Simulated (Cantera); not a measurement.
Equilibrium for carbon deposition, reforming and gasification: n-butane + H2O + N2

Input: 1 mol n-butane, 0.026 mol H2O, 39 mol N2, held at 1.00 Torr.

Equilibrium computed with Cantera from the NASA thermochemical tables; the gas is ideal and each condensed phase is pure. Candidate condensed phases: C, C6H6, C7H8, C8H18, H2O; 136 gas species. Equilibrium is a limit: real reactors are often held back by kinetics, nucleation or transport.

From 1598 K to 2048 K the condensed part is C(graphite). The main C-bearing gas is HCN throughout. The share of C in condensed phases is highest at 1598 K (98.6 %) and lowest at 2048 K (92.9 %).

```tsv
T (K)	x N2	x H2	x H	x HCN	x CO	n C(graphite)
1598	0.885	0.113	0.000491	0.000641	0.000590	3.94
1648	0.885	0.113	0.000821	0.000864	0.000590	3.93
1698	0.884	0.113	0.00133	0.00114	0.000590	3.92
1748	0.884	0.112	0.00210	0.00149	0.000590	3.90
1798	0.883	0.111	0.00322	0.00191	0.000589	3.88
1848	0.882	0.110	0.00482	0.00240	0.000589	3.86
1898	0.881	0.109	0.00705	0.00299	0.000588	3.83
1948	0.879	0.106	0.0101	0.00366	0.000587	3.80
1998	0.877	0.104	0.0142	0.00441	0.000586	3.76
2048	0.874	0.100	0.0194	0.00525	0.000584	3.72
```
x: gas mole fraction; n: condensed amount in mol.
